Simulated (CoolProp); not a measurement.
Vapour-liquid equilibrium of R143a (1) + isobutane (2) at -1.55 °C; x and y are mole fractions of (1).

Model: multi-fluid Helmholtz-energy mixture model, Lemmon and Jacobsen 2000 and Bücker 2006; pair parameters Bell 2016, in CoolProp.

Q: Give the bubble pressure and the first vapour's composition at x = 0.05, 0.5, 0.95. Is there an azeotrope?

A: x = 0.05: 0.2272 MPa, y = 0.358; x = 0.5: 0.4969 MPa, y = 0.770; x = 0.95: 0.5862 MPa, y = 0.958. No azeotrope shows between x = 0.05 and 0.95.

Pair parameters are fitted to limited data, so mixtures are less certain than the pure fluids. With so large a gap from Raoult's law the liquid may split in two, which this calculation doesn't test in full.
